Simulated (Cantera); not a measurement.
A counterflow diffusion flame at 0.444 atm, nozzles 20 mm apart: fuel side CH3OH : N2 = 1 : 0.8 (molar parts) at 425 K, oxidiser side O2 : N2 = 0.19 : 0.81 (molar parts) at 625 K, fuel mass flux 1.4 times the oxidiser's; mixture-averaged transport, no radiation.

Cantera simulation using GRI-Mech 3.0 (53 species, 325 reactions); the numbers are that mechanism's predictions, not measurements. GRI-Mech 3.0 was tuned for natural gas; its chemistry of methanol as a main component is partial and can be far from experiment. GRI-Mech 3.0 has no aromatics or soot, which form on the fuel side of real flames. The maximum strain rate includes the flame's own expansion and is several times the mean. A flux with no burning solution from the previous one only brackets extinction.

x: mole fraction; the columns are a selection and need not sum to one.

| oxidiser flux (kg/m²/s) | max strain (1/s) | mean strain (1/s) | T max (K) | peak x OH | peak x H | peak x NO | peak x CO | peak x C2H2 |
|---|---|---|---|---|---|---|---|---|
| 0.11 | 174 | 42.1 | 1812 | 0.00766 | 0.00974 | 2.79e-5 | 0.128 | 0.000331 |
| 0.17 | 256 | 65.0 | 1760 | 0.00733 | 0.0105 | 2.33e-5 | 0.125 | 0.000386 |
| 0.26 | 376 | 99.4 | 1712 | 0.00693 | 0.0111 | 1.93e-5 | 0.122 | 0.000417 |
| 0.39 | 547 | 149 | 1672 | 0.00653 | 0.0116 | 1.57e-5 | 0.120 | 0.000414 |
| 0.59 | 808 | 226 | 1630 | … | 0.0117 | 1.20e-5 | 0.117 | 0.000360 |
| 0.9 | 1210 | 344 | 1587 | … | 0.0113 | 8.12e-6 | 0.115 | 0.000251 |
| 1.4 | 1840 | 535 | 1546 | … | 0.00981 | 4.38e-6 | 0.112 | 0.000106 |

What belongs in the gaps?


- 0.59, peak x OH: 0.00595
- 0.9, peak x OH: 0.00519
- 1.4, peak x OH: 0.00415
